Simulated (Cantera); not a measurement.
**Pyrogenic steam for wet oxidation**

An isothermal, constant-pressure homogeneous reactor starts with H2 : O2 : N2 = 1.9 : 1 : 0.83 (molar parts), equivalence ratio 0.95, at 1200 K and 0.987 atm.

Computed with Cantera and GRI-Mech 3.0 (53 species, 325 reactions). The temperature is held fixed by assumption; the heat of reaction is taken as removed at once.

```csv
t (s),x H2,x O2,x HO2,x NO,x H
0.000200,0.00814,0.0219,5.98e-5,2.89e-6,0.000252
0.000528,0.00419,0.0200,4.34e-5,2.83e-6,3.11e-5
0.00139,0.00286,0.0194,3.14e-5,2.63e-6,5.85e-6
0.00367,0.00187,0.0189,2.29e-5,2.46e-6,2.56e-6
0.00969,0.000909,0.0184,1.33e-5,2.24e-6,8.84e-7
0.0256,0.000276,0.0181,4.88e-6,2.01e-6,1.93e-7
0.0674,3.34e-5,0.0180,6.76e-7,2.14e-6,1.91e-8
0.178,4.58e-7,0.0180,1.48e-8,2.82e-6,2.59e-10
0.469,6.53e-8,0.0180,5.56e-9,2.91e-6,5.13e-11
1.24,6.52e-8,0.0180,5.55e-9,2.91e-6,5.08e-11
3.27,6.52e-8,0.0180,5.55e-9,2.91e-6,5.07e-11
8.62,6.52e-8,0.0180,5.55e-9,2.91e-6,5.07e-11
22.7,6.52e-8,0.0180,5.55e-9,2.91e-6,5.07e-11
60.0,6.52e-8,0.0180,5.55e-9,2.91e-6,5.07e-11
```
x: mole fraction; the columns are a selection and need not sum to one.

Equilibrium at this temperature and pressure: H2 6.52e-8, O2 0.0180, HO2 5.55e-9, NO 3.54e-5, H 5.07e-11 (gas phase only).
